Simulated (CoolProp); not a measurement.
Saturated liquid density (kg/m³) of ethylene: the reference equation beside estimates from Tc = 9.2 °C, pc = 5042 kPa, ω = 0.087.

Values from CoolProp's reference Helmholtz-energy equation of state, Smukala 2000.

```csv
T (°C),reference,Redlich-Kwong,Soave-Redlich-Kwong,Peng-Robinson
-81.95,535.2,510.4,513.1,580.7
-77.55,528.3,502.4,505.4,572.2
-73.15,521.2,494.1,497.5,563.5
-68.75,514.0,485.5,489.2,554.3
-64.35,506.6,476.6,480.7,544.8
-59.95,498.9,467.4,471.7,534.8
-55.55,491.1,457.8,462.5,524.3
-51.05,482.8,447.7,452.5,513.2
-46.65,474.3,437.3,442.4,501.7
-42.25,465.6,426.5,431.7,489.6
-37.85,456.4,415.1,420.5,476.8
-33.45,446.8,403.2,408.7,463.2
-29.05,436.6,390.7,396.2,448.9
-24.65,425.9,377.4,382.9,433.5
-20.25,414.3,363.3,368.7,416.9
```

Absolute difference from the reference over all 15 rows, mean and median: Redlich-Kwong 7.7 and 7.3 %, Soave-Redlich-Kwong 6.8 and 6.3 %, Peng-Robinson 5.7 and 6.3 %.
